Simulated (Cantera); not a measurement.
Input: 1 mol CaO, 7.7 mol Cl2, held at 0.300 bar.

These are equilibrium values from Cantera (NASA tables, ideal gas, pure condensed phases), not measurements of a reactor. Candidate condensed phases: Ca, CaCl2, CaO; 11 gas species. Condensed phases not in the tables: oxide chlorides. The numbers say what is thermodynamically allowed, not how fast it happens.

log p: log10 of the partial pressure in bar; n: condensed amount in mol.

```
T (°C)  log p Cl2  log p Cl  log p CaCl2  log p O2  log p ClO  log p O  n CaCl2(s)  n CaCl2(l)
------  ---------  --------  -----------  --------  ---------  -------  ----------  ----------
425         -0.55     -6.48         <-12     -1.68      -8.03     <-12        1.00           0
575         -0.55     -4.85       -10.59     -1.68      -6.69     <-12        1.00           0
725         -0.55     -3.70        -7.69     -1.68      -5.75   -10.67        1.00           0
875         -0.56     -2.85        -5.70     -1.68      -5.05    -8.94           0       1.000
1025        -0.56     -2.20        -4.26     -1.69      -4.52    -7.61           0       0.999
1175        -0.59     -1.68        -3.13     -1.70      -4.11    -6.56           0       0.982
1325        -0.65     -1.29        -2.24     -1.73      -3.81    -5.71           0         ___
1475        -0.80     -1.01        -1.52     -1.82      -3.65    -5.04           0         ___
1625        -0.99     -0.80        -1.57     -1.87      -3.53    -4.47           0         ___
```

Task: Complete the blanks.

Result: 
- 1325, n CaCl2(l): 0.847
- 1475, n CaCl2(l): 0.0228
- 1625, n CaCl2(l): 0
